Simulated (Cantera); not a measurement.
Cantera run:

```python
import numpy as np
import cantera as ct

gas_names = """
    Br2 ALBr3
""".split()
cond_names = """
    Ca(a) Ca(b) Ca(L) CaBr2(s) CaBr2(L) Hg(cr) Hg(L) HgBr2(s) HgBr2(L) Mg(cr) Mg(L) MgBr2(s) MgBr2(L)
    AL(cr) AL(L)
""".split()


# ... load() reads the species with a 1 bar reference pressure and builds the phases ...
species = {s.name: s for s in load("nasa_gas.yaml", gas_names) + load("nasa_condensed.yaml", cond_names)}
# Each term lists the table entries of one substance; the one whose range holds T is used.
reactions = {
    'Ca + Br2(g) = CaBr2':
        [(-1, ['Ca(a)', 'Ca(b)', 'Ca(L)']), (-1, ['Br2']), (1, ['CaBr2(s)', 'CaBr2(L)'])],
    'Hg + Br2(g) = HgBr2':
        [(-1, ['Hg(cr)', 'Hg(L)']), (-1, ['Br2']), (1, ['HgBr2(s)', 'HgBr2(L)'])],
    'Mg + Br2(g) = MgBr2':
        [(-1, ['Mg(cr)', 'Mg(L)']), (-1, ['Br2']), (1, ['MgBr2(s)', 'MgBr2(L)'])],
    '0.6667 Al + Br2(g) = 0.6667 AlBr3(g)':
        [(-0.6666666666666666, ['AL(cr)', 'AL(L)']), (-1, ['Br2']), (0.6666666666666666, ['ALBr3'])],
}


def pick(names, T):
    return next(species[n] for n in names if species[n].thermo.min_temp <= T <= species[n].thermo.max_temp)


results = []
for label, terms in reactions.items():
    print(label)
    print("     T/K   dH/kJ  dS/(J/K)   dG/kJ   log10 K")
    for T in [450, 475, 500, 525, 550, 575, 600, 625, 650, 675, 700]:
        used = [(nu, pick(names, T)) for nu, names in terms]
        dH = sum(nu * s.thermo.h(T) for nu, s in used) / 1e6
        dS = sum(nu * s.thermo.s(T) for nu, s in used) / 1e3
        dG = dH - T * dS / 1e3
        logK = -dG * 1e6 / (ct.gas_constant * T * np.log(10))
        results.append((label, T, dH, dS, dG, logK, [s.name for _, s in used]))
        print(f"{T:8g} {dH:8.1f} {dS:8.1f} {dG:8.1f} {logK:8.2f}")
```

Result:

```
Ca + Br2(g) = CaBr2
     T/K   dH/kJ  dS/(J/K)   dG/kJ   log10 K
     450   -712.1   -152.6   -643.4    74.68
     475   -711.7   -151.9   -639.6    70.33
     500   -711.4   -151.2   -635.8    66.42
     525   -711.0   -150.5   -632.0    62.88
     550   -710.7   -149.9   -628.3    59.67
     575   -710.4   -149.3   -624.5    56.73
     600   -710.1   -148.8   -620.8    54.05
     625   -709.7   -148.2   -617.1    51.57
     650   -709.4   -147.8   -613.4    49.29
     675   -709.1   -147.3   -609.7    47.18
     700   -708.8   -146.9   -606.0    45.22
Hg + Br2(g) = HgBr2
     T/K   dH/kJ  dS/(J/K)   dG/kJ   log10 K
     450   -198.3   -145.7   -132.8    15.41
     475   -197.9   -144.9   -129.1    14.20
     500   -197.5   -144.0   -125.5    13.11
     525   -179.0   -107.9   -122.3    12.17
     550   -178.0   -106.2   -119.6    11.36
     575   -177.1   -104.5   -117.0    10.63
     600   -176.1   -102.9   -114.4     9.96
     625   -175.2   -101.3   -111.8     9.35
     650   -174.2    -99.9   -109.3     8.79
     675   -173.3    -98.4   -106.9     8.27
     700   -172.4    -97.1   -104.4     7.79
Mg + Br2(g) = MgBr2
     T/K   dH/kJ  dS/(J/K)   dG/kJ   log10 K
     450   -553.1   -155.2   -483.2    56.09
     475   -552.7   -154.4   -479.4    52.71
     500   -552.3   -153.6   -475.5    49.68
     525   -551.9   -152.9   -471.7    46.93
     550   -551.6   -152.1   -467.9    44.43
     575   -551.2   -151.4   -464.1    42.16
     600   -550.8   -150.8   -460.3    40.07
     625   -550.4   -150.1   -456.5    38.15
     650   -550.0   -149.5   -452.8    36.39
     675   -549.5   -148.9   -449.1    34.75
     700   -549.1   -148.3   -445.4    33.23
0.6667 Al + Br2(g) = 0.6667 AlBr3(g)
     T/K   dH/kJ  dS/(J/K)   dG/kJ   log10 K
     450   -304.8    -32.1   -290.4    33.70
     475   -304.9    -32.2   -289.6    31.84
     500   -304.9    -32.3   -288.8    30.17
     525   -305.0    -32.4   -287.9    28.65
     550   -305.0    -32.5   -287.1    27.27
     575   -305.0    -32.6   -286.3    26.01
     600   -305.1    -32.6   -285.5    24.86
     625   -305.1    -32.7   -284.7    23.79
     650   -305.2    -32.8   -283.9    22.81
     675   -305.3    -32.9   -283.1    21.90
     700   -305.3    -33.0   -282.2    21.06
```

Cantera with NASA thermochemical tables; ideal gases at 1 bar, condensed phases pure. Condensed species are held in their standard states even where they would react or evaporate.
